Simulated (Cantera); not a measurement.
Input (Python, Cantera) and output of one run.

```python
import numpy as np
import cantera as ct

gas_names = """
    F F2 H HF H2 H2F2 H3F3 H4F4 H5F5 H6F6 H7F7 N NF NF2 NF3 NH NH2 NH3 N2 N2H2 N2H4 Si SiF SiF2 SiF3
    SiF4 SiH SiHF3 SiH2 SiH2F2 SiH3 SiH3F SiH4 SiN Si2 Si2N Si3
""".split()
cond_names = """
    Si(cr) Si(L) Si3N4(a)
""".split()


# ... load() reads the species with a 1 bar reference pressure and builds the phases ...
atoms = {
    'Si': {'Si': 1},
    'NF3': {'N': 1, 'F': 3},
    'H2': {'H': 2},
}
top_T = {'Si3N4(a)': 2400}  # K; cautious upper limits of use, not melting points


# ... equilibrate(T, P, feed) seeds the gas with the atoms and calls Mixture.equilibrate('TP', solver="vcs", rtol=1e-11, max_steps=5000) ...
results = []
T = 800  # K
P = 133.322  # Pa
for m in [0.85, 0.98, 1.1, 1.3, 1.5, 1.7, 2, 2.3, 2.7, 3.1, 3.6, 4.1]:
    feed = {'Si': 1, 'NF3': m, 'H2': 1.3}  # mol
    mix = equilibrate(T, P, feed)
    results.append((T, P, feed, dict(zip(mix.species_names, mix.species_moles))))
    x = sorted(zip(gas.X, gas.species_names), reverse=True)
    print(f"T = {T:g} K  P = {P:g} Pa  n(NF3) = {m:g} mol  gas = {mix.phase_moles(0):.4g} mol")
    print("   x: " + "  ".join(f"{s} {v:.3e}" for v, s in x if v > 1e-06))
    print("   condensed (mol): " + ("  ".join(f"{mix.phase(i).name} {mix.phase_moles(i):.4g}"
          for i in range(1, mix.n_phases) if mix.phase_moles(i) > 1e-12) or "none"))
```

It prints:

```
T = 800 K  P = 133.322 Pa  n(NF3) = 0.85 mol  gas = 2.121 mol
   x: H2 6.129e-01  SiF4 3.005e-01  N2 8.643e-02  HF 1.177e-04  SiHF3 5.517e-05
   condensed (mol): Si3N4(a) 0.1208
T = 800 K  P = 133.322 Pa  n(NF3) = 0.98 mol  gas = 2.348 mol
   x: H2 5.535e-01  SiF4 3.129e-01  N2 1.334e-01  HF 1.214e-04  SiHF3 5.027e-05
   condensed (mol): Si3N4(a) 0.08835
T = 800 K  P = 133.322 Pa  n(NF3) = 1.1 mol  gas = 2.558 mol
   x: H2 5.081e-01  SiF4 3.224e-01  N2 1.694e-01  HF 1.220e-04  SiHF3 4.734e-05
   condensed (mol): Si3N4(a) 0.05835
T = 800 K  P = 133.322 Pa  n(NF3) = 1.3 mol  gas = 2.908 mol
   x: H2 4.469e-01  SiF4 3.352e-01  N2 2.178e-01  HF 1.205e-04  SiHF3 4.383e-05
   condensed (mol): Si3N4(a) 0.008352
T = 800 K  P = 133.322 Pa  n(NF3) = 1.5 mol  gas = 3.3 mol
   x: H2 3.182e-01  SiF4 3.030e-01  N2 2.273e-01  HF 1.515e-01
   condensed (mol): none
T = 800 K  P = 133.322 Pa  n(NF3) = 1.7 mol  gas = 3.7 mol
   x: HF 2.973e-01  SiF4 2.703e-01  N2 2.297e-01  H2 2.027e-01
   condensed (mol): none
T = 800 K  P = 133.322 Pa  n(NF3) = 2 mol  gas = 4.3 mol
   x: HF 4.651e-01  SiF4 2.326e-01  N2 2.326e-01  H2 6.977e-02
   condensed (mol): none
T = 800 K  P = 133.322 Pa  n(NF3) = 2.3 mol  gas = 4.971 mol
   x: HF 5.230e-01  N2 2.313e-01  SiF4 2.012e-01  F 2.864e-02  F2 1.582e-02  NF3 2.586e-05
   condensed (mol): none
T = 800 K  P = 133.322 Pa  n(NF3) = 2.7 mol  gas = 5.902 mol
   x: HF 4.406e-01  N2 2.286e-01  SiF4 1.694e-01  F2 9.201e-02  F 6.907e-02  NF3 3.606e-04
   condensed (mol): none
T = 800 K  P = 133.322 Pa  n(NF3) = 3.1 mol  gas = 6.797 mol
   x: HF 3.825e-01  N2 2.276e-01  F2 1.529e-01  SiF4 1.471e-01  F 8.904e-02  NF3 7.712e-04
   condensed (mol): none
T = 800 K  P = 133.322 Pa  n(NF3) = 3.6 mol  gas = 7.904 mol
   x: HF 3.290e-01  N2 2.271e-01  F2 2.115e-01  SiF4 1.265e-01  F 1.047e-01  NF3 1.253e-03
   condensed (mol): none
T = 800 K  P = 133.322 Pa  n(NF3) = 4.1 mol  gas = 9.004 mol
   x: HF 2.888e-01  F2 2.564e-01  N2 2.268e-01  F 1.153e-01  SiF4 1.111e-01  NF3 1.671e-03
   condensed (mol): none
```

Equilibrium computed with Cantera from the NASA thermochemical tables; the gas is ideal and each condensed phase is pure.
